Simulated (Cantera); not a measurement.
Input (Python, Cantera) and output of one run.

```python
import numpy as np
import cantera as ct

gas_names = [...]  # 151 gases of nasa_gas.yaml made of C, H, N, O, Si
cond_names = """
    C(gr) C6H6(L) C7H8(L) C8H18(L),n-octa H2O(s) H2O(L) Si(cr) Si(L) SiC(b) SiO2(Lqz) SiO2(hqz) SiO2(L)
    Si2N2O(s) Si3N4(a)
""".split()


# ... load() reads the species with a 1 bar reference pressure and builds the phases ...
atoms = {
    'TEOS': {'Si': 1, 'C': 8, 'H': 20, 'O': 4},
    'NO': {'N': 1, 'O': 1},
    'N2': {'N': 2},
    'O2': {'O': 2},
}
top_T = {'C(gr)': 4500, 'SiC(b)': 3050, 'Si2N2O(s)': 2100, 'Si3N4(a)': 2400}  # K; cautious upper limits of use, not melting points


# ... equilibrate(T, P, feed) seeds the gas with the atoms and calls Mixture.equilibrate('TP', solver="vcs", rtol=1e-11, max_steps=5000) ...
results = []
feed = {'TEOS': 1, 'NO': 29, 'N2': 72, 'O2': 0.092}  # mol
for P in [5, 21, 85, 350, 1400, 5900, 24000, 100000]:
    for T in [1973, 1998, 2023, 2048, 2073, 2098, 2123, 2148, 2173]:
        mix = equilibrate(T, P, feed)
        results.append((T, P, feed, dict(zip(mix.species_names, mix.species_moles))))

for T, P, feed, n in results:
    print(f"{T:7g} {P:10.4g}  " + (" + ".join(c for c in cond_names if n.get(c, 0) > 1e-12) or "gas only"))
```

It prints:

```
   1973          5  gas only
   1998          5  gas only
   2023          5  gas only
   2048          5  gas only
   2073          5  gas only
   2098          5  gas only
   2123          5  gas only
   2148          5  gas only
   2173          5  gas only
   1973         21  gas only
   1998         21  gas only
   2023         21  gas only
   2048         21  gas only
   2073         21  gas only
   2098         21  gas only
   2123         21  gas only
   2148         21  gas only
   2173         21  gas only
   1973         85  SiO2(L)
   1998         85  SiO2(L)
   2023         85  SiO2(L)
   2048         85  gas only
   2073         85  gas only
   2098         85  gas only
   2123         85  gas only
   2148         85  gas only
   2173         85  gas only
   1973        350  SiO2(L)
   1998        350  SiO2(L)
   2023        350  SiO2(L)
   2048        350  SiO2(L)
   2073        350  SiO2(L)
   2098        350  SiO2(L)
   2123        350  SiO2(L)
   2148        350  gas only
   2173        350  gas only
   1973       1400  SiO2(L)
   1998       1400  SiO2(L)
   2023       1400  SiO2(L)
   2048       1400  SiO2(L)
   2073       1400  SiO2(L)
   2098       1400  SiO2(L)
   2123       1400  SiO2(L)
   2148       1400  SiO2(L)
   2173       1400  SiO2(L)
   1973       5900  SiO2(L)
   1998       5900  SiO2(L)
   2023       5900  SiO2(L)
   2048       5900  SiO2(L)
   2073       5900  SiO2(L)
   2098       5900  SiO2(L)
   2123       5900  SiO2(L)
   2148       5900  SiO2(L)
   2173       5900  SiO2(L)
   1973    2.4e+04  SiO2(L)
   1998    2.4e+04  SiO2(L)
   2023    2.4e+04  SiO2(L)
   2048    2.4e+04  SiO2(L)
   2073    2.4e+04  SiO2(L)
   2098    2.4e+04  SiO2(L)
   2123    2.4e+04  SiO2(L)
   2148    2.4e+04  SiO2(L)
   2173    2.4e+04  SiO2(L)
   1973      1e+05  SiO2(L)
   1998      1e+05  SiO2(L)
   2023      1e+05  SiO2(L)
   2048      1e+05  SiO2(L)
   2073      1e+05  SiO2(L)
   2098      1e+05  SiO2(L)
   2123      1e+05  SiO2(L)
   2148      1e+05  SiO2(L)
   2173      1e+05  SiO2(L)
```

Method: chemical equilibrium by Gibbs-energy minimisation in Cantera with the NASA 1993 tables (ideal gas, pure condensed phases). The feed counts by its element totals alone. The tables hold silica as quartz up to 1696 K and as liquid above; real silica turns to tridymite and cristobalite and melts near 1996 K.
